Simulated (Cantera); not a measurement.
Charge: 1 mol C2H4, 1.4 mol H2, held at 0.110 bar.

Method: chemical equilibrium by Gibbs-energy minimisation in Cantera with the NASA 1993 tables (ideal gas, pure condensed phases). Candidate condensed phases: C, C6H6, C7H8, C8H18; 76 gas species. Rates play no part.

### Question
What share of the C ends up in condensed phases as a function of T (K), at 1725, 1800, 1875, 1950, 2025, 2100, 2175, 2250, 2325, 2400, 2475, 2550, 2625, 2700?

### Answer
```tsv
T (K)	C condensed (%)	as
1725	99.9	C(graphite)
1800	99.9	C(graphite)
1875	99.9	C(graphite)
1950	99.8	C(graphite)
2025	99.7	C(graphite)
2100	99.5	C(graphite)
2175	99.2	C(graphite)
2250	98.9	C(graphite)
2325	98.4	C(graphite)
2400	97.7	C(graphite)
2475	96.8	C(graphite)
2550	95.6	C(graphite)
2625	94.2	C(graphite)
2700	92.5	C(graphite)
```
